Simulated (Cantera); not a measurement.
A freely propagating, adiabatic, planar premixed flame of 24.5 % H2, 15.9 % O2, 59.7 % N2, unburnt at 575 K and 0.109 atm; unity-Lewis-number transport, grid criteria slope 0.08 and curve 0.16, no radiation.

Model: the H2/O2 subset of GRI-Mech 3.0, which has no nitrogen chemistry, integrated in Cantera. Unity Lewis numbers drop preferential diffusion, which matters most where H2 and H carry the flame. Burning velocities carry a grid error of a few per cent, more on coarse grids.

**Question.** Predict: laminar burning velocity; thermal thickness; peak x(OH); peak x(H2O2); peak x(HO2); peak x(H).

**Answer.** 
| Property | Value |
|---|---|
| laminar burning velocity | 299 cm/s |
| thermal thickness | 5.73 mm |
| peak x(OH) | 0.0169 |
| peak x(H2O2) | 8.66e-7 |
| peak x(HO2) | 4.37e-5 |
| peak x(H) | 0.0725 |
